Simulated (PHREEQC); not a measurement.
Dissolve 0.0019 mol/kgw TMAH, 0.00012 mol/kgw H3BO3 and 0.0037 mol/kgw K2CO3 at 25 °C. Closed to the air; pH follows from the charge balance.

All values are PHREEQC results (ion-association model, wateq4f.dat), not measurements.

| Property | Result |
|---|---|
| pH | 11.26 |
| ionic strength | 0.0127 mol/kgw |
| total alkalinity | 9.30 meq/kg |

```tsv
species	molality	activity	log γ
K+	0.00740	0.00658	-0.051
CO3-2	0.00342	0.00220	-0.192
OH-	0.00207	0.00184	-0.051
(CH3)4N+	0.00190	0.00169	-0.050
HCO3-	0.000285	0.000255	-0.048
H2BO3-	0.000119	0.000105	-0.053
H3BO3	9.95e-7	9.98e-7	0.001
CO2	3.12e-9	3.12e-9	0.001
```

Precipitation was switched off in this run. Species that the database lacks are ignored. (CH3)4N+ isn't in the database: it is added as a free cation with an ion size of 4 Å.
